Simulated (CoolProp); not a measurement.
Computed with CoolProp (reference Helmholtz-energy equation of state, Smukala 2000).

For ethylene, give the phase and the cv (kJ/(kg K)), speed of sound (m/s), Joule-Thomson coefficient (K/MPa) at 308.6 K and 1.89 bar.


- 308.6 K and 1.89 bar: gas; cv 1.27, speed of sound 334, Joule-Thomson coefficient 9.35
